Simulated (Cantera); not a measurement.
Input: 1 mol Si2Cl6, 4.8 mol NH3, equilibrated at 700 K and 0.00170 bar.

Method: chemical equilibrium by Gibbs-energy minimisation in Cantera with the NASA 1993 tables (ideal gas, pure condensed phases). Candidate condensed phases: NH4Cl, Si, Si3N4; 28 gas species. The feed counts by its element totals alone. Kinetics and transport are ignored.

Base state: H2 0.480, HCl 0.340, N2 0.130, SiCl4 0.0503, SiHCl3 1.45e-5 (mole fractions); condensed: Si3N4(s).

What changes in the equilibrium state with this change: NH3 from 4.8 to 8.7 mol?


```
species         before    after
-------------  -------  -------
H2               0.480    0.554
HCl              0.340    0.267
N2               0.130    0.167
SiCl4           0.0503   0.0122
SiHCl3         1.45e-5  5.14e-6
Si3N4(s), mol    0.481    0.590
```
